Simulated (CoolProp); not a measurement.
Vapour-liquid equilibrium of n-pentane (1) + benzene (2) at 307.4 K; x and y are mole fractions of (1).

The numbers come from the multi-fluid Helmholtz-energy mixture model, Thol 2019 and Thol 2012; pair parameters Bell 2016 in CoolProp.

```tsv
x	bubble pressure, mixture model (MPa)	bubble pressure, Raoult's law (MPa)	y, mixture model	y, Raoult's law
0.05	0.02681	0.02296	0.317	0.207
0.125	0.03628	0.02867	0.528	0.415
0.2	?	0.03437	0.636	0.554
0.275	0.05044	0.04008	0.704	0.653
0.35	?	0.04578	?	0.728
0.425	0.06108	0.05149	0.791	0.786
0.5	?	0.05719	?	0.832
0.575	0.07017	0.06289	0.851	0.871
0.65	0.07450	0.06860	0.878	0.902
0.725	0.07880	0.07430	0.904	0.929
0.8	?	0.08001	0.929	0.952
0.875	0.08756	0.08571	0.955	0.972
0.95	0.09211	0.09142	?	0.990
```

Task: Fill in the missing entries.

Result: 
- 0.2, bubble pressure, mixture model (MPa): 0.04398
- 0.35, bubble pressure, mixture model (MPa): 0.05605
- 0.35, y, mixture model: 0.752
- 0.5, bubble pressure, mixture model (MPa): 0.06574
- 0.5, y, mixture model: 0.823
- 0.8, bubble pressure, mixture model (MPa): 0.08314
- 0.95, y, mixture model: 0.982

The largest gap from Raoult's law is +28.0 % in bubble pressure, at x = 0.2. No azeotrope shows between x = 0.05 and 0.95.

Pair parameters are fitted to limited data, so mixtures are less certain than the pure fluids.
